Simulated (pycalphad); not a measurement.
Source of the numbers: pycalphad with the COST 507 light-alloy database (1999); pressure 1 atm. The data set is of 1999 and partly superseded. Phase fractions are per mole of atoms. Kinetics are ignored, which matters at the lower temperatures.

Give the equilibrium state of Si-1.93Cu (at.%) at 500 K.


```
T = 500.00 K, P = 101325 Pa, N = 1 mol of atoms
G = -10790 J/mol, H = 4512 J/mol, S = 30.60 J/(mol K)  (SER reference)
chemical potentials (J/mol): Si -10615, Cu -19702
phase             fraction      x(Si)      x(Cu)
DIAMOND_A4          0.9746     1.0000       none
CU19SI6_ETA         0.0254     0.2400     0.7600
```

Give the equilibrium state of Si-1.93Cu (at.%) at 1175 K.

DIAMOND_A4, fraction 0.970, with no Cu at.%; LIQUID, fraction 0.030, with 64.1 Cu at.%.

Database names, with the compositions (at.%) that they take in these runs: CU19SI6_ETA: Cu 76 Si 24. DIAMOND_A4 is diamond (Si). An entry "none" or "no" means that the model of the phase leaves that element out.
